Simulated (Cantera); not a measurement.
## Premixed flame

A freely propagating, adiabatic, planar premixed flame of C3H8 : O2 : N2 : H2O = 1 : 6.94 : 27.8 : 1.1 (molar parts), equivalence ratio 0.72, unburnt at 450 K and 0.799 atm; mixture-averaged transport, grid criteria slope 0.08 and curve 0.16, no radiation.

Computed with Cantera and GRI-Mech 3.0 (53 species, 325 reactions). GRI-Mech 3.0 was tuned for natural gas; its chemistry of propane as a main component is partial and can be far from experiment. Burning velocities carry a grid error of a few per cent, more on coarse grids.

| z (mm) | T (K) | u (m/s) | x C3H8 | x O2 | x H2O | x C2H | x CH4 | x O |
|---|---|---|---|---|---|---|---|---|
| -1.57 | 450 | 0.548 | 0.0271 | 0.188 | 0.0299 | <1e-8 | 5.77e-7 | <1e-8 |
| -1.05 | 452 | 0.551 | 0.0271 | 0.188 | 0.0302 | <1e-8 | 5.68e-6 | <1e-8 |
| -0.785 | 459 | 0.560 | 0.0271 | 0.187 | 0.0311 | <1e-8 | 2.37e-5 | <1e-8 |
| -0.524 | 506 | 0.620 | 0.0267 | 0.183 | 0.0365 | <1e-8 | 0.000136 | <1e-8 |
| -0.262 | 795 | 0.990 | 0.0207 | 0.156 | 0.0626 | <1e-8 | 0.000798 | 5.52e-7 |
| -0.131 | 1124 | 1.42 | 0.00894 | 0.124 | 0.0883 | <1e-8 | 0.00139 | 2.86e-5 |
| 0 | 1453 | 1.87 | 0.000439 | 0.0884 | 0.113 | 9.57e-8 | 0.000850 | 0.000679 |
| 0.131 | 1593 | 2.04 | 7.36e-7 | 0.0696 | 0.122 | 5.66e-8 | 0.000112 | 0.00277 |
| 0.262 | 1650 | 2.10 | <1e-8 | 0.0624 | 0.124 | <1e-8 | 7.57e-6 | 0.00368 |
| 0.524 | 1723 | 2.18 | <1e-8 | 0.0569 | 0.125 | <1e-8 | 3.40e-8 | 0.00354 |
| 1.05 | 1803 | 2.27 | <1e-8 | 0.0533 | 0.128 | <1e-8 | <1e-8 | 0.00254 |
| 2.09 | 1867 | 2.35 | <1e-8 | 0.0514 | 0.131 | <1e-8 | <1e-8 | 0.00136 |
| 4.19 | 1907 | 2.39 | <1e-8 | 0.0504 | 0.134 | <1e-8 | <1e-8 | 0.000593 |
x: mole fraction of selected species; z is measured from the peak of heat release.

```json
{
 "laminar_burning_velocity": "54.7 cm/s",
 "thermal_thickness": "0.524 mm",
 "peak x(C2H)": "1.35e-7",
 "peak x(CH4)": "0.00142",
 "peak x(O)": "0.00376",
 "grid_points": "135"
}
```
